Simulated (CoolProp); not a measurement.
Values from CoolProp's reference Helmholtz-energy equation of state, Lemmon 2006. It is a short technical equation, of lower accuracy than the large ones.

Task: For C2F6 (R116), give the phase and the cv (kJ/(kg K)), conductivity (mW/(m K)) at 425 K and 0.052 MPa.

Result: 
- 425 K and 0.052 MPa: gas; cv 0.878, conductivity 24.7

Thermal conductivity comes from a separate model (Huber 2003), an estimate that may be off by 10 % or more.
